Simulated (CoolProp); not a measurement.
20 sccm (0 °C, 1 atm) of nitrogen bubbles through liquid n-undecane at 352.6 K and leaves saturated at a total pressure of 0.025 MPa (ideal gas phase). Each further row changes one setting.

Computed with CoolProp (reference Helmholtz-energy equation of state, Aleksandrov 2011). It is a short technical equation, of lower accuracy than the large ones.

```tsv
case	vapour pressure (kPa)	mole fraction of vapour	delivery (mg/min)	delivery (sccm)	change of delivery for a bath 1 K warmer (%)
as stated	1.69	0.0677	10.1	[?]	5.5
bath temperature 357.6 K	2.17	[?]	[?]	1.90	5.4
total pressure 0.05 MPa	1.69	0.0339	4.89	0.701	[?]
```

**Question.** What belongs in the gaps?

**Answer.** 
- as stated, delivery (sccm): 1.45
- bath temperature 357.6 K, mole fraction of vapour: 0.0867
- bath temperature 357.6 K, delivery (mg/min): 13.2
- total pressure 0.05 MPa, change of delivery for a bath 1 K warmer (%): 5.3
